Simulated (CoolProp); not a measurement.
The numbers come from the reference Helmholtz-energy equation of state, Span 2000 in CoolProp.

Q: Give the vapour pressure (bar), liquid density (kg/m³), vapour density (kg/m³), liquid cp (kJ/(kg K)) of saturated nitrogen at -204.45 °C.

A: 
```json
[
 {"T (°C)": "-204.45", "p (bar)": "0.317", "liquid density (kg/m³)": "844", "vapour density (kg/m³)": "1.59", "liquid cp (kJ/(kg K))": "2.01"}
]
```
